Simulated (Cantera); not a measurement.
Input (Python, Cantera) and output of one run.

```python
import numpy as np
import cantera as ct

gas_names = """
    C CO COS CO2 CS CS2 C2 C2O C3 C3O2 C4 C5 Mg MgO MgS Mg2 O O2 O3 S SO SO2 SO3 S2 S2O S8
""".split()
cond_names = """
    C(gr) Mg(cr) Mg(L) MgCO3(s) MgO(s) MgO(L) MgS(s) MgSO4(s) MgSO4(L) S(cr1) S(cr2) S(L)
""".split()


# ... load() reads the species with a 1 bar reference pressure and builds the phases ...
atoms = {
    'MgSO4': {'Mg': 1, 'S': 1, 'O': 4},
    'CO2': {'C': 1, 'O': 2},
}
top_T = {'C(gr)': 4500, 'MgS(s)': 2250}  # K; cautious upper limits of use, not melting points


# ... equilibrate(T, P, feed) seeds the gas with the atoms and calls Mixture.equilibrate('TP', solver="vcs", rtol=1e-11, max_steps=5000) ...
results = []
feed = {'MgSO4': 1, 'CO2': 4}  # mol
T = 600  # K
P = 140000  # Pa
mix = equilibrate(T, P, feed)
results.append((T, P, feed, dict(zip(mix.species_names, mix.species_moles))))
x = sorted(zip(gas.X, gas.species_names), reverse=True)
print(f"T = {T:g} K  P = {P:g} Pa  gas = {mix.phase_moles(0):.4g} mol")
print("   x: " + "  ".join(f"{s} {v:.3e}" for v, s in x if v > 1e-05))
print("   condensed (mol): " + ("  ".join(f"{mix.phase(i).name} {mix.phase_moles(i):.4g}"
      for i in range(1, mix.n_phases) if mix.phase_moles(i) > 1e-12) or "none"))
```

Result:

```
T = 600 K  P = 140000 Pa  gas = 4 mol
   x: CO2 1.000e+00
   condensed (mol): MgCO3(s) 2.495e-11  MgSO4(s) 1
```

Equilibrium computed with Cantera from the NASA thermochemical tables; the gas is ideal and each condensed phase is pure.
